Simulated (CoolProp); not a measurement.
A simple Rankine cycle with cis-2-butene: condensing at 302.15 K, boiler at 0.988 MPa, turbine inlet 395.9 K, turbine efficiency 0.8, pump efficiency 0.6, no recuperator. Each further row changes one setting.

Model: reference Helmholtz-energy equation of state, Lemmon 2005, in CoolProp. It is a short technical equation, of lower accuracy than the large ones.

| case | thermal efficiency (%) | net work (kJ/kg) | heat in (kJ/kg) | turbine exit temperature (K) | volume ratio over the turbine |
|---|---|---|---|---|---|
| as stated | 10.4 | 54.8 | 527 | 353.5 | 3.98 |
| turbine inlet 415.9 K | 10.4 | 58.8 | 568 | 374.3 | 3.94 |
| condensing temperature 294.15 K | 11.9 | 64.6 | 545 | 346.6 | 5.08 |
| boiler pressure 0.692 MPa | 8.0 | 42.9 | 536 | 365.4 | 2.77 |
| turbine efficiency 0.7 | 9.0 | 47.7 | 527 | 357.6 | 4.03 |
